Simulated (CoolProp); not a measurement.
R236EA along the isobar 4.45 MPa: density (kg/m³) from the reference equation and from simpler models built on Tc = 139.3 °C, pc = 3.414 MPa, ω = 0.368; each cubic takes its own stable root.

Model: reference Helmholtz-energy equation of state, Rui 2013, in CoolProp.

| T (°C) | phase | reference | van der Waals | Redlich-Kwong | Peng-Robinson |
|---|---|---|---|---|---|
| 59.25 | liquid | 1333 | 827.3 | 1148 | 1371 |
| 68.15 | liquid | 1302 | 810.4 | 1116 | 1333 |
| 76.95 | liquid | 1269 | 792.8 | 1082 | 1292 |
| 85.85 | liquid | 1234 | 773.9 | 1046 | 1246 |
| 94.65 | liquid | 1196 | 753.9 | 1007 | 1198 |
| 103.45 | liquid | 1156 | 732.3 | 966.0 | 1143 |
| 112.35 | liquid | 1109 | 708.6 | 920.2 | 1082 |
| 121.15 | liquid | 1057 | 682.7 | 869.8 | 1012 |
| 130.05 | liquid | 993.3 | 653.1 | 811.6 | 928.3 |
| 138.85 | liquid | 910.5 | 619.2 | 743.4 | 824.7 |
